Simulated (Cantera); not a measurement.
Input: 1 mol Si2H6, 0.0034 mol Cl2, 12 mol H2, 0.34 mol HCl, at 1550 K and 0.0210 bar.

Cantera equilibrium calculation (NASA polynomials, part measured and part estimated; ideal gas, pure solids and liquids). Candidate condensed phases: Si; 19 gas species. The feed counts by its element totals alone. Kinetics and transport are ignored.

Base state: H2 0.979, HCl 0.0199, SiCl2 0.00135, H 0.000215 (mole fractions); condensed: Si(s).

Task: What changes in the equilibrium state with this change: Cl2 from 0.0034 to 0.7 mol?

Result: 
| species | before | after |
|---|---|---|
| H2 | 0.979 | 0.910 |
| HCl | 0.0199 | 0.0707 |
| SiCl2 | 0.00135 | 0.0183 |
| SiCl4 | 1.06e-7 | 1.95e-5 |
| SiCl3 | 7.15e-6 | 0.000358 |
| SiHCl3 | 6.41e-7 | 3.09e-5 |
| Cl | 3.49e-6 | 1.28e-5 |
| Si(s), mol | 1.98 | 1.70 |
The tables' values for SiCl3 are old estimates; treat these amounts as uncertain.
